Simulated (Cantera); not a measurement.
A closed system holds: 1 mol Al2O3, 0.02 mol HCl, 0.045 mol H2, at 1573 K and 330 Torr.

Method: chemical equilibrium by Gibbs-energy minimisation in Cantera with the NASA 1993 tables (ideal gas, pure condensed phases). Candidate condensed phases: Al, AlCl3, Al2O3, H2O; 29 gas species. The tables' values for AlCl2 are old estimates; treat these amounts as uncertain. Kinetics and transport are ignored.

Base state: H2 0.693, HCl 0.305, H2O 0.00167, AlCl3 0.00109, H 5.10e-5, AlCl2 2.06e-5, Cl 1.78e-5 (mole fractions); condensed: Al2O3(s).

Task: What changes in the equilibrium state with this change: temperature from 1573 K to 1023 K?

Result: 
```json
[
 {"species": "H2", "before": "0.693", "after": "0.692"},
 {"species": "HCl", "before": "0.305", "after": "0.307"},
 {"species": "H2O", "before": "0.00167", "after": "0.000128"},
 {"species": "AlCl3", "before": "0.00109", "after": "8.55e-5"},
 {"species": "AlCl2", "before": "2.06e-5", "after": "<1e-9"},
 {"species": "H", "before": "5.10e-5", "after": "5.19e-9"},
 {"species": "Cl", "before": "1.78e-5", "after": "2.13e-9"},
 {"species": "Al2O3(s), mol", "before": "1.000", "after": "1.000"}
]
```
